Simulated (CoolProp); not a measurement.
Vapour-liquid equilibrium of cyclohexane (1) + dimethyl carbonate (2) at 5.32 bar; x and y are mole fractions of (1).

The numbers come from the multi-fluid Helmholtz-energy mixture model, Zhou 2014 and Zhou 2011; pair parameters Bell 2016 in CoolProp.

```csv
x,bubble temperature (°C),y at the bubble point,dew temperature at overall composition x (°C),liquid density (mol/L)
0.05,148.8,0.121,151.1,9.649
0.15,143.3,0.284,147.8,9.416
0.25,140.0,0.386,144.4,9.168
0.35,138.2,0.457,141.1,8.924
0.45,137.3,0.511,138.4,8.694
0.55,136.9,0.559,137.0,8.481
0.65,137.1,0.609,137.6,8.289
0.75,138.0,0.669,139.9,8.113
0.85,140.0,0.754,143.0,7.947
0.95,144.4,0.892,146.3,7.775
```

y crosses x between x = 0.55 and 0.65: the model has an azeotrope there.

Pair parameters are fitted to limited data, so mixtures are less certain than the pure fluids.
